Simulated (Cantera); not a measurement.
Cantera run:

```python
import numpy as np
import cantera as ct

gas_names = """
    H H2O NbO2
""".split()
cond_names = """
    Nb2O5(s) Nb2O5(L)
""".split()


# ... load() reads the species with a 1 bar reference pressure and builds the phases ...
species = {s.name: s for s in load("nasa_gas.yaml", gas_names) + load("nasa_condensed.yaml", cond_names)}
# Each term lists the table entries of one substance; the one whose range holds T is used.
reactions = {
    'Nb2O5 + 2 H(g) = H2O(g) + 2 NbO2(g)':
        [(-1, ['Nb2O5(s)', 'Nb2O5(L)']), (-2, ['H']), (1, ['H2O']), (2, ['NbO2'])],
}


def pick(names, T):
    return next(species[n] for n in names if species[n].thermo.min_temp <= T <= species[n].thermo.max_temp)


results = []
for label, terms in reactions.items():
    print(label)
    print("     T/K   dH/kJ  dS/(J/K)   dG/kJ   log10 K")
    for T in [1675, 1775, 1875, 1975, 2075, 2175, 2275, 2375, 2475]:
        used = [(nu, pick(names, T)) for nu, names in terms]
        dH = sum(nu * s.thermo.h(T) for nu, s in used) / 1e6
        dS = sum(nu * s.thermo.s(T) for nu, s in used) / 1e3
        dG = dH - T * dS / 1e3
        logK = -dG * 1e6 / (ct.gas_constant * T * np.log(10))
        results.append((label, T, dH, dS, dG, logK, [s.name for _, s in used]))
        print(f"{T:8g} {dH:8.1f} {dS:8.1f} {dG:8.1f} {logK:8.2f}")
```

It prints:

```
Nb2O5 + 2 H(g) = H2O(g) + 2 NbO2(g)
     T/K   dH/kJ  dS/(J/K)   dG/kJ   log10 K
    1675    736.4    262.7    296.3    -9.24
    1775    730.3    259.2    270.2    -7.95
    1875    614.8    194.6    249.8    -6.96
    1975    603.0    188.5    230.7    -6.10
    2075    591.4    182.8    212.1    -5.34
    2175    579.8    177.3    194.1    -4.66
    2275    568.3    172.1    176.6    -4.06
    2375    556.8    167.2    159.7    -3.51
    2475    545.4    162.5    143.2    -3.02
```

Source: NASA polynomial tables (part measured, part estimated), evaluated in Cantera. Condensed species are held in their standard states even where they would react or evaporate.
